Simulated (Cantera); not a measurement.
Input: 1 mol Pb, 0.019 mol O2, 31 mol H2, equilibrated at 1.00 bar.

Equilibrium computed with Cantera from the NASA thermochemical tables; the gas is ideal and each condensed phase is pure. Candidate condensed phases: H2O, Pb, PbO, PbO2, Pb3O4; 12 gas species. The numbers say what is thermodynamically allowed, not how fast it happens.

log p: log10 of the partial pressure in bar; n: condensed amount in mol.

```tsv
T (K)	log p H2	log p Pb	log p H2O	log p H	n Pb(s)	n Pb(l)
475	0.00	<-12	-2.91	<-12	1.00	0
575	0.00	<-12	-2.91	<-12	1.00	0
675	0.00	-9.47	-2.91	<-12	0	1.00
775	0.00	-7.60	-2.91	<-12	0	1.000
875	0.00	-6.17	-2.91	(withheld)	0	1.000
975	0.00	-5.04	-2.91	(withheld)	0	1.000
1075	0.00	-4.12	-2.91	(withheld)	0	0.998
1175	0.00	-3.36	-2.91	(withheld)	0	0.986
1275	0.00	-2.72	-2.91	(withheld)	0	0.941
1375	0.00	-2.18	-2.91	(withheld)	0	0.795
1475	-0.01	-1.72	-2.92	(withheld)	0	0.392
1575	-0.01	-1.51	-2.93	(withheld)	0	0
```

Problem. Fill in the missing entries.

Solution. 
- 875, log p H: -10.30
- 975, log p H: -8.94
- 1075, log p H: -7.83
- 1175, log p H: -6.91
- 1275, log p H: -6.13
- 1375, log p H: -5.47
- 1475, log p H: -4.89
- 1575, log p H: -4.39
